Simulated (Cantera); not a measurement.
Charge: 1 mol Si, a varied amount of Cl2, 9.2 mol H2, 1.3 mol HCl, held at 1173 K and 58000 Pa.

Method: chemical equilibrium by Gibbs-energy minimisation in Cantera with the NASA 1993 tables (ideal gas, pure condensed phases). Candidate condensed phases: Si; 19 gas species. Kinetics and transport are ignored.

Question: What share of the Si ends up in condensed phases as a function of n(Cl2) (mol), at 0.5, 0.73, 0.97, 1.2, 1.4, 1.7, 1.9, 2.1, 2.4?

Answer: 
```csv
n(Cl2) (mol),Si condensed (%),as
0.5,43.6,Si(s)
0.73,31.3,Si(s)
0.97,18.5,Si(s)
1.2,6.3,Si(s)
1.4,0.0,-
1.7,0.0,-
1.9,0.0,-
2.1,0.0,-
2.4,0.0,-
```
